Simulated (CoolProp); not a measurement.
The fluid at 293.15 K and 1.39 MPa (liquid) is heated at constant pressure to 395.7 K. The same conditions are run with several fluids, on thermodynamics alone (safety and materials aside).

The numbers come from the reference Helmholtz-energy equation of state of each fluid (ammonia: Gao 2020; cyclopropane: Polt 1992; chlorine: Thol 2021; cyclohexane: Zhou 2014; propane: Lemmon 2009) in CoolProp. The equations of Platzer and Polt are older, rougher fits.

```json
[
 {"fluid": "ammonia", "heat (kJ/kg)": "1430", "final phase": "gas", "final density (kg/m³)": "7.58"},
 {"fluid": "cyclopropane", "heat (kJ/kg)": "570", "final phase": "gas", "final density (kg/m³)": "19.6"},
 {"fluid": "chlorine", "heat (kJ/kg)": "302", "final phase": "gas", "final density (kg/m³)": "32.3"},
 {"fluid": "cyclohexane", "heat (kJ/kg)": "213", "final phase": "liquid", "final density (kg/m³)": "677"},
 {"fluid": "propane", "heat (kJ/kg)": "542", "final phase": "gas", "final density (kg/m³)": "20.6"}
]
```
